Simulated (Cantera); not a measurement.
Charge: 1 mol Al(CH3)3, 24 mol N2, 40 mol H2, at 15.0 Pa.

Cantera equilibrium calculation (NASA polynomials, part measured and part estimated; ideal gas, pure solids and liquids). Candidate condensed phases: Al, AlN, C, C6H6, C7H8, C8H18; 97 gas species. The feed counts by its element totals alone. The numbers say what is thermodynamically allowed, not how fast it happens. All values below are at 1002 °C.

Base state: H2 0.654, N2 0.346, HCN 7.74e-5, H 4.87e-5 (mole fractions); condensed: AlN(s) + C(graphite).

### Question
What changes in the equilibrium state with this change: Al(CH3)3 replaced by Al?

### Answer
| species | before | after |
|---|---|---|
| H2 | 0.654 | 0.630 |
| N2 | 0.346 | 0.370 |
| H | 4.87e-5 | 4.78e-5 |
| HCN | 7.74e-5 | 0 |
| AlN(s), mol | 1.00 | 1.00 |
| C(graphite), mol | 2.99 | 0 |
